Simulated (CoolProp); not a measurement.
Model: reference Helmholtz-energy equation of state, Zhou 2012, in CoolProp.

Task: For m-xylene, give the phase and the density (kg/m³), cv (kJ/(kg K)), isothermal compressibility (1/MPa) at 291.65 °C and 0.53 MPa; 291.65 °C and 1.24 MPa; 291.65 °C and 1.59 MPa.

Result: 
- 291.65 °C and 0.53 MPa: gas; density 13.0, cv 2.03, isothermal compressibility 2.06
- 291.65 °C and 1.24 MPa: gas; density 35.1, cv 2.07, isothermal compressibility 1.06
- 291.65 °C and 1.59 MPa: gas; density 49.8, cv 2.11, isothermal compressibility 0.967
